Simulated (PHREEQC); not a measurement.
Make-up at 25 °C: 0.079 mol/kgw H3PO4 and 7.4e-05 mol/kgw NaF. Closed to the air; pH follows from the charge balance.

The numbers come from PHREEQC with the ion-association model, phreeqc.dat.

Each row changes one thing in this solution. No solid was allowed to form.

```tsv
case	pH	ionic strength (mol/kgw)	H3PO4 (mol/kgw)	H2PO4- (mol/kgw)	HPO4-2 (mol/kgw)
as made	1.70	0.0224	0.0566	0.0224	1.08e-7
NaF replaced by NaNO3 at the same molality	1.70	0.0225	0.0566	0.0224	1.07e-7
NaF left out	1.70	0.0224	0.0566	0.0224	1.07e-7
H3PO4 from 0.079 to 0.118 mol/kgw	1.60	0.0286	0.0895	0.0285	1.14e-7
H3PO4 from 0.079 to 0.0711 mol/kgw	1.73	0.0210	0.0501	0.0210	1.06e-7
H3PO4 replaced by Na2HPO4 at the same molality	9.16	0.225	2.26e-11	0.000314	0.0722
```
